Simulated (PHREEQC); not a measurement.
# Silver or lead bath

Consider water at 20 °C with 0.0027 mol Pb(NO3)2 and 3.6e-05 mol NaNO3 per kg of water. Closed to the air; pH follows from the charge balance.

All values are PHREEQC results (ion-association model, wateq4f.dat), not measurements.

Each row changes one thing in this solution. Precipitation was switched off in this run.

| case | pH | ionic strength (mol/kgw) | Pb+2 (mol/kgw) | PbNO3+ (mol/kgw) | PbOH+ (mol/kgw) | Pb2OH+3 (mol/kgw) | SI of Pb(OH)2 (Pb(OH)2) | SI of Litharge (PbO) |
|---|---|---|---|---|---|---|---|---|
| as made | 5.21 | 0.00785 | 0.00255 | 0.000138 | 6.15e-6 | 5.09e-7 | -0.65 | -5.25 |
| NaNO3 replaced by AgNO3 at the same molality | 5.21 | 0.00785 | 0.00255 | 0.000138 | 6.15e-6 | 5.09e-7 | -0.65 | -5.25 |
| NaNO3 from 3.6e-05 to 1.8e-05 mol/kgw | 5.21 | 0.00784 | 0.00255 | 0.000138 | 6.16e-6 | 5.09e-7 | -0.65 | -5.25 |
| diluted 100-fold with water | 6.15 | 8.06e-5 | 2.63e-5 | 2.03e-8 | 7.03e-7 | 4.31e-10 | -0.62 | -5.22 |
| NaNO3 from 3.6e-05 to 3.96e-05 mol/kgw | 5.21 | 0.00786 | 0.00255 | 0.000138 | 6.15e-6 | 5.09e-7 | -0.65 | -5.25 |
| temperature from 20 to 30 °C | 5.21 | 0.00786 | 0.00256 | 0.000137 | 6.14e-6 | 5.11e-7 | -0.31 | -4.85 |
| 0.00018 mol/kgw Al2(SO4)3 added | 4.44 | 0.00936 | 0.00240 | 0.000126 | 9.49e-7 | 7.58e-8 | -2.24 | -6.84 |
| NaNO3 left out | 5.21 | 0.00782 | 0.00255 | 0.000137 | 6.16e-6 | 5.09e-7 | -0.65 | -5.25 |

Complexes and solids missing from the database can't appear. Some of these states are supersaturated (in Anglesite, Basaluminite, for instance).
